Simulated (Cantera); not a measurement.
An isothermal, constant-pressure homogeneous reactor starts with 1.39 % CH4, 92.6 % H2, 6.02 % H2O, at 2623 K and 0.0671 atm.

Computed with Cantera and GRI-Mech 3.0 (53 species, 325 reactions).

One state of this run: x CH4 = 4.52e-12; x H2 = 0.833; x CH2 = 2.43e-12; x C2H = <1e-12; x H = 0.112. x: mole fraction; the columns are a selection and need not sum to one.

Q: Which value of t (s) does it belong to?
A) 0.00707
B) 3.71e-5
C) 0.0263
D) 0.00190

A: C, 0.0263
